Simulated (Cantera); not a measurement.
What does this Cantera script print?

```python
import numpy as np
import cantera as ct

gas = ct.Solution("gri30.yaml")


def delay(T, t_max=10):
    gas.TPX = T, 360000, {'CH4': 1, 'H2': 0.039, 'O2': 1.84, 'N2': 6.9}
    reactor = ct.IdealGasConstPressureReactor(gas, clone=False)
    net = ct.ReactorNet([reactor])
    net.rtol, net.atol = 1e-8, 1e-16
    while net.time < t_max:
        t_old, T_old = net.time, reactor.T
        net.step()
        if reactor.T > T + 400:  # ignition: a rise of 400 K
            return t_old + (T + 400 - T_old) / (reactor.T - T_old) * (net.time - t_old)
    return np.nan


taus = []
for T in [1023, 1098, 1173, 1248, 1323, 1398, 1473, 1548, 1623, 1698]:
    taus.append(delay(T))
    print(f"T0 = {T:6g} K   tau = {taus[-1]:.4e} s")
```

Result:

```
T0 =   1023 K   tau = 6.5651e-02 s
T0 =   1098 K   tau = 2.8629e-02 s
T0 =   1173 K   tau = 1.2429e-02 s
T0 =   1248 K   tau = 5.3353e-03 s
T0 =   1323 K   tau = 2.3245e-03 s
T0 =   1398 K   tau = 1.0453e-03 s
T0 =   1473 K   tau = 4.8990e-04 s
T0 =   1548 K   tau = 2.4127e-04 s
T0 =   1623 K   tau = 1.2578e-04 s
T0 =   1698 K   tau = 6.9681e-05 s
```

Computed with Cantera and GRI-Mech 3.0 (53 species, 325 reactions).
